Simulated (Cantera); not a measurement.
Input (Python, Cantera):

```python
import numpy as np
import cantera as ct

gas = ct.Solution("gri30.yaml")
gas.TPX = 1325, 120000, {'N2O': 1, 'H2O': 0.16, 'N2': 0.023}
reactor = ct.IdealGasConstPressureReactor(gas, energy="off", clone=False)
net = ct.ReactorNet([reactor])
net.rtol, net.atol = 1e-08, 1e-18
show = ['N2O', 'H2O', 'NO', 'NO2', 'HO2', 'H', 'O2']
times = np.geomspace(2e-06, 10, 13)

steps = ct.SolutionArray(gas, extra=["t"])
rows = []
print(f"{'t/s':>10s}{'T/K':>9s}{'P/Pa':>11s}" + "".join(f"{s:>11s}" for s in show))
for t in times:
    while net.time < t:
        t_next = net.step()
        steps.append(gas.state, t=t_next)
    rows.append([np.interp(t, steps.t, y) for y in (steps.T, steps.P, *steps(*show).X.T)])
    print(f"{t:10.3e}{rows[-1][0]:9.1f}{rows[-1][1]:11.4g}" + "".join(f"{x:11.3e}" for x in rows[-1][2:]))
rate = np.gradient(steps.T, steps.t)
print("integrator steps:", len(steps.t))
if steps.T.max() > steps.T[0] + 200:
    print(f"time of steepest temperature rise: {steps.t[rate.argmax()]:.4e} s")
gas.TPX = 1325, 120000, {'N2O': 1, 'H2O': 0.16, 'N2': 0.023}
gas.equilibrate("TP")
print(f"equilibrium (TP): T = {gas.T:.1f} K  " + "  ".join(f"{s} {gas[s].X[0]:.3e}" for s in show))
```

Output:

```
       t/s      T/K       P/Pa        N2O        H2O         NO        NO2        HO2          H         O2
 2.000e-06   1325.0    1.2e+05  8.453e-01  1.352e-01  5.344e-07  1.486e-12  3.192e-09  1.216e-10  1.400e-06
 7.232e-06   1325.0    1.2e+05  8.452e-01  1.352e-01  4.564e-06  1.258e-10  1.066e-07  2.769e-09  1.197e-05
 2.615e-05   1325.0    1.2e+05  8.450e-01  1.352e-01  2.401e-05  1.129e-08  2.085e-06  1.702e-08  6.357e-05
 9.457e-05   1325.0    1.2e+05  8.443e-01  1.351e-01  9.482e-05  1.094e-06  1.360e-05  5.127e-08  2.704e-04
 3.420e-04   1325.0    1.2e+05  8.414e-01  1.350e-01  3.389e-04  2.156e-05  1.564e-05  6.589e-08  1.120e-03
 1.237e-03   1325.0    1.2e+05  8.312e-01  1.345e-01  1.154e-03  1.498e-04  1.262e-05  6.612e-08  4.191e-03
 4.472e-03   1325.0    1.2e+05  7.960e-01  1.329e-01  3.954e-03  5.134e-04  8.835e-06  5.712e-08  1.486e-02
 1.617e-02   1325.0    1.2e+05  6.869e-01  1.277e-01  1.277e-02  9.635e-04  4.579e-06  4.654e-08  4.841e-02
 5.848e-02   1325.0    1.2e+05  4.352e-01  1.157e-01  3.192e-02  1.169e-03  1.801e-06  3.449e-08  1.271e-01
 2.115e-01   1325.0    1.2e+05  1.309e-01  1.013e-01  4.981e-02  1.020e-03  6.040e-07  1.524e-08  2.253e-01
 7.647e-01   1325.0    1.2e+05  7.269e-03  9.544e-02  5.227e-02  7.567e-04  1.354e-07  9.801e-10  2.677e-01
 2.765e+00   1325.0    1.2e+05  1.667e-06  9.509e-02  5.223e-02  6.352e-04  5.834e-08  2.259e-10  2.704e-01
 1.000e+01   1325.0    1.2e+05  5.623e-07  9.509e-02  5.220e-02  6.348e-04  5.833e-08  2.258e-10  2.704e-01
integrator steps: 1749
equilibrium (TP): T = 1325.0 K  N2O 3.072e-08  H2O 9.506e-02  NO 4.874e-04  NO2 6.209e-06  HO2 6.252e-08  H 2.204e-10  O2 2.968e-01
```

Computed with Cantera and GRI-Mech 3.0 (53 species, 325 reactions). GRI-Mech 3.0 was tuned for natural gas; its chemistry of N2O as a main component is partial and can be far from experiment. The mechanism lacks the step 2 NO + O2 → 2 NO2, which can matter for NO2 below about 1400 K. The temperature is held fixed by assumption; the heat of reaction is taken as removed at once.
